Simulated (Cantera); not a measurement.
Gas-phase reforming

An isothermal, constant-pressure homogeneous reactor starts with 30.8 % CH₄, 41.8 % H₂O, 27.4 % H₂, at 1475 K and 1200000 Pa.

Cantera simulation using GRI-Mech 3.0 (53 species, 325 reactions); the numbers are that mechanism's predictions, not measurements. The pressure lies above the range GRI-Mech 3.0 was tuned for (to about 10 atm).

```json
[
 {"t (s)": "1.00e-6", "x CH₄": "0.308", "x H₂O": "0.418", "x H₂": "0.274", "x C₂H₆": "2.81e-10", "x H": "5.80e-8", "x C₂H": "<1e-12", "x C₂H₄": "8.10e-12"},
 {"t (s)": "5.09e-6", "x CH₄": "0.308", "x H₂O": "0.418", "x H₂": "0.274", "x C₂H₆": "3.70e-8", "x H": "2.60e-7", "x C₂H": "<1e-12", "x C₂H₄": "1.51e-9"},
 {"t (s)": "2.59e-5", "x CH₄": "0.308", "x H₂O": "0.418", "x H₂": "0.274", "x C₂H₆": "3.16e-6", "x H": "9.22e-7", "x C₂H": "<1e-12", "x C₂H₄": "1.56e-7"},
 {"t (s)": "0.000132", "x CH₄": "0.308", "x H₂O": "0.418", "x H₂": "0.274", "x C₂H₆": "4.17e-5", "x H": "1.15e-6", "x C₂H": "<1e-12", "x C₂H₄": "4.36e-6"},
 {"t (s)": "0.000669", "x CH₄": "0.307", "x H₂O": "0.418", "x H₂": "0.275", "x C₂H₆": "0.000173", "x H": "1.29e-6", "x C₂H": "<1e-12", "x C₂H₄": "8.10e-5"},
 {"t (s)": "0.00341", "x CH₄": "0.305", "x H₂O": "0.417", "x H₂": "0.276", "x C₂H₆": "0.000275", "x H": "1.40e-6", "x C₂H": "<1e-12", "x C₂H₄": "0.000817"},
 {"t (s)": "0.0173", "x CH₄": "0.295", "x H₂O": "0.415", "x H₂": "0.285", "x C₂H₆": "0.000322", "x H": "1.51e-6", "x C₂H": "1.40e-11", "x C₂H₄": "0.00344"},
 {"t (s)": "0.0881", "x CH₄": "0.263", "x H₂O": "0.406", "x H₂": "0.312", "x C₂H₆": "0.000473", "x H": "1.90e-6", "x C₂H": "7.16e-11", "x C₂H₄": "0.0105"},
 {"t (s)": "0.448", "x CH₄": "0.246", "x H₂O": "0.396", "x H₂": "0.331", "x C₂H₆": "0.000554", "x H": "2.16e-6", "x C₂H": "9.63e-11", "x C₂H₄": "0.0133"},
 {"t (s)": "2.28", "x CH₄": "0.235", "x H₂O": "0.367", "x H₂": "0.361", "x C₂H₆": "0.000467", "x H": "2.26e-6", "x C₂H": "6.56e-11", "x C₂H₄": "0.0103"},
 {"t (s)": "11.6", "x CH₄": "0.197", "x H₂O": "0.296", "x H₂": "0.442", "x C₂H₆": "0.000267", "x H": "2.50e-6", "x C₂H": "2.25e-11", "x C₂H₄": "0.00479"},
 {"t (s)": "59.0", "x CH₄": "0.122", "x H₂O": "0.197", "x H₂": "0.567", "x C₂H₆": "8.08e-5", "x H": "2.83e-6", "x C₂H": "3.68e-12", "x C₂H₄": "0.00113"},
 {"t (s)": "300", "x CH₄": "0.0471", "x H₂O": "0.112", "x H₂": "0.680", "x C₂H₆": "9.99e-6", "x H": "3.11e-6", "x C₂H": "<1e-12", "x C₂H₄": "0.000117"}
]
```
x: mole fraction; the columns are a selection and need not sum to one.

Equilibrium at this temperature and pressure: CH₄ 0.00103, H₂O 0.0628, H₂ 0.746, C₂H₆ 4.32e-9, H 3.26e-6, C₂H <1e-12, C₂H₄ 4.61e-8 (gas phase only).
